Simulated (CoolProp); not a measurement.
Vapour-liquid equilibrium of acetone (1) + p-xylene (2) at 0.386 MPa; x and y are mole fractions of (1).

The numbers come from the multi-fluid Helmholtz-energy mixture model, Lemmon 2006 and Zhou 2012; pair parameters Bell 2016 in CoolProp.

| x | bubble temperature (K) | y at the bubble point | dew temperature at overall composition x (K) | liquid density (mol/L) |
|---|---|---|---|---|
| 0.05 | 453.0 | 0.297 | 467.1 | 6.796 |
| 0.2 | 421.8 | 0.688 | 458.9 | 7.524 |
| 0.35 | 405.7 | 0.820 | 449.6 | 8.182 |
| 0.5 | 395.6 | 0.885 | 438.9 | 8.865 |
| 0.65 | 388.2 | 0.927 | 425.7 | 9.622 |
| 0.8 | 382.0 | 0.960 | 408.4 | 10.49 |
| 0.95 | 376.4 | 0.990 | 383.9 | 11.53 |

No azeotrope shows between x = 0.05 and 0.95.

The pair parameters rest on a limited set of measurements; away from them the model extrapolates.
